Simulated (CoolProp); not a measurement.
Saturation properties of hexamethyldisiloxane (MM).

Values from CoolProp's reference Helmholtz-energy equation of state, Thol 2016.

| T (K) | p (MPa) | liquid density (kg/m³) | liquid cp (kJ/(kg K)) | vapour Z |
|---|---|---|---|---|
| 326.3 | 0.01998 | 729.3 | 1.976 | 0.9799 |
| 340.7 | 0.03472 | 713.3 | 2.017 | 0.9702 |
| 355.1 | 0.05713 | 696.9 | 2.059 | 0.9577 |
| 369.5 | 0.08966 | 679.9 | 2.103 | 0.9418 |
| 383.9 | 0.1351 | 662.3 | 2.148 | 0.9223 |
| 398.3 | 0.1966 | 643.8 | 2.196 | 0.8988 |
| 412.7 | 0.2775 | 624.4 | 2.246 | 0.8708 |
| 427.1 | 0.3816 | 603.7 | 2.301 | 0.8379 |
| 441.5 | 0.5128 | 581.4 | 2.364 | 0.7993 |
| 455.9 | 0.6759 | 556.9 | 2.439 | 0.7542 |
| 470.3 | 0.8761 | 529.3 | 2.539 | 0.7009 |
| 484.7 | 1.120 | 496.7 | 2.694 | 0.6368 |
| 499.1 | 1.416 | 454.9 | 3.034 | 0.5555 |

It boils at 373.7 K under 1 atm.
